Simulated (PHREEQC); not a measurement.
0.72 g of hydrous ferric oxide (600 m²/g; 0.2 weak and 0.005 strong sites per Fe, Dzombak-Morel constants, diffuse double layer) in 1 kg of water with 0.05 mol/kgw of an inert sodium salt and 0.0049 mmol/kgw NaF, at 25 °C; the pH is set by adding NaOH or the inert anion's acid. Oxygen is held at 0.21 atm. The system is closed to CO2. Nothing may precipitate in this run.

Equilibrium calculation in PHREEQC: ion-association model, wateq4f.dat.

```
pH   F sorbed (%)  surface charge σ (C/m²)  surface potential ψ (mV)
---  ------------  -----------------------  ------------------------
3            91.7                    0.356                       169
4            94.2                    0.294                       159
5            88.6                    0.181                       135
5.5          81.0                    0.130                       118
6.5          48.3                    0.057                        78
7.5          12.8                    0.017                        31
8.5           1.9                   -0.010                       -20
9             0.7                   -0.026                       -45
10            0.1                   -0.074                       -90
11            0.0                   -0.159                      -128
```

The oxide is taken as insoluble; below pH 4 it would dissolve.
